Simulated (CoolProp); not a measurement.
n-pentane along the isotherm 524.8 K: density (kg/m³) from the reference equation and from simpler models built on Tc = 469.7 K, pc = 3368 kPa, ω = 0.251; each cubic takes its own stable root.

Model: reference Helmholtz-energy equation of state, Thol 2019, in CoolProp.

```
p (kPa)          phase  reference  ideal gas  van der Waals  Redlich-Kwong  Soave-Redlich-Kwong  Peng-Robinson
-------  -------------  ---------  ---------  -------------  -------------  -------------------  -------------
1300               gas      23.75      21.50          23.72          23.89                23.71          24.04
2590               gas      53.54      42.83          53.92          54.35                53.22          54.78
3890     supercritical      94.93      64.32          99.63          97.99                93.10          97.34
5180     supercritical      158.8      85.65          181.1          165.8                148.5          157.2
6480     supercritical      241.6      107.1          230.9          234.7                210.0          224.6
7770     supercritical      297.4      128.5          255.2          276.5                254.6          274.9
9070     supercritical      331.1      150.0          271.5          304.6                285.8          310.5
10400    supercritical      354.6      172.0          284.0          326.1                309.6          337.9
11700    supercritical      371.8      193.5          293.9          343.0                328.1          359.2
13000    supercritical      385.6      215.0          302.2          357.1                343.6          376.9
14200    supercritical      396.4      234.8          308.8          368.5                355.9          391.0
15500    supercritical      406.4      256.3          315.1          379.3                367.6          404.4
16800    supercritical      415.3      277.8          320.8          389.0                378.0          416.2
```
